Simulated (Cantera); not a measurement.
Equilibrium for calcination and drying: Ca(OH)2 + CO2 + H2O + C

Charge: 1 mol Ca(OH)2, 0.95 mol CO2, 1.3 mol H2O, 0.14 mol C, at 75.0 Torr.

Equilibrium computed with Cantera from the NASA thermochemical tables; the gas is ideal and each condensed phase is pure. Candidate condensed phases: C, C6H6, C7H8, C8H18, Ca, CaCO3, CaO, Ca(OH)2, H2O; 115 gas species. The numbers say what is thermodynamically allowed, not how fast it happens.

At 650 °C the condensed part is CaCO3(calcite) + CaO(s). From 725 °C to 1325 °C the condensed part is CaO(s).

```json
[
 {"T (°C)": "650", "log p H2O": "-1.10", "log p CO2": "-2.01", "log p H2": "-1.99", "log p CO": "-3.20", "log p H": "-10.61", "n CaCO3(calcite)": "0.821", "n CaO(s)": "0.179"},
 {"T (°C)": "725", "log p H2O": "-1.21", "log p CO2": "-1.52", "log p H2": "-2.21", "log p CO": "-2.68", "log p H": "-9.77", "n CaCO3(calcite)": "0", "n CaO(s)": "1.00"},
 {"T (°C)": "800", "log p H2O": "-1.21", "log p CO2": "-1.53", "log p H2": "-2.24", "log p CO": "-2.60", "log p H": "-8.97", "n CaCO3(calcite)": "0", "n CaO(s)": "1.00"},
 {"T (°C)": "875", "log p H2O": "-1.20", "log p CO2": "-1.53", "log p H2": "-2.27", "log p CO": "-2.53", "log p H": "-8.28", "n CaCO3(calcite)": "0", "n CaO(s)": "1.00"},
 {"T (°C)": "950", "log p H2O": "-1.20", "log p CO2": "-1.54", "log p H2": "-2.31", "log p CO": "-2.48", "log p H": "-7.67", "n CaCO3(calcite)": "0", "n CaO(s)": "1.00"},
 {"T (°C)": "1025", "log p H2O": "-1.20", "log p CO2": "-1.55", "log p H2": "-2.34", "log p CO": "-2.44", "log p H": "-7.14", "n CaCO3(calcite)": "0", "n CaO(s)": "1.00"},
 {"T (°C)": "1100", "log p H2O": "-1.20", "log p CO2": "-1.55", "log p H2": "-2.37", "log p CO": "-2.40", "log p H": "-6.66", "n CaCO3(calcite)": "0", "n CaO(s)": "1.00"},
 {"T (°C)": "1175", "log p H2O": "-1.20", "log p CO2": "-1.55", "log p H2": "-2.39", "log p CO": "-2.38", "log p H": "-6.23", "n CaCO3(calcite)": "0", "n CaO(s)": "1.000"},
 {"T (°C)": "1250", "log p H2O": "-1.19", "log p CO2": "-1.56", "log p H2": "-2.42", "log p CO": "-2.35", "log p H": "-5.85", "n CaCO3(calcite)": "0", "n CaO(s)": "1.000"},
 {"T (°C)": "1325", "log p H2O": "-1.19", "log p CO2": "-1.56", "log p H2": "-2.44", "log p CO": "-2.33", "log p H": "-5.49", "n CaCO3(calcite)": "0", "n CaO(s)": "1.000"}
]
```
log p: log10 of the partial pressure in bar; n: condensed amount in mol.
